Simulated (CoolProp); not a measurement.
A simple Rankine cycle with water: condensing at 310.15 K, boiler at 0.0747 MPa, turbine inlet 369.8 K, turbine efficiency 0.8, pump efficiency 0.7, no recuperator. Each further row changes one setting.

Computed with CoolProp (reference Helmholtz-energy equation of state, Wagner 2002).

| case | thermal efficiency (%) | net work (kJ/kg) | heat in (kJ/kg) | turbine exit temperature (K) | volume ratio over the turbine |
|---|---|---|---|---|---|
| as stated | 11.5 | 289 | 2520 | 310.2 | 9.30 |
| turbine inlet 389.8 K | 11.5 | 295 | 2560 | 310.2 | 8.93 |
| condensing temperature 302.15 K | 13.1 | 334 | 2550 | 302.1 | 14.0 |
| boiler pressure 0.0523 MPa | 9.9 | 249 | 2520 | 310.2 | 6.61 |
| turbine efficiency 0.7 | 10.0 | 253 | 2520 | 310.2 | 9.45 |

The expansion ends wet for: as stated; turbine inlet 389.8 K; condensing temperature 302.15 K; boiler pressure 0.0523 MPa; turbine efficiency 0.7.
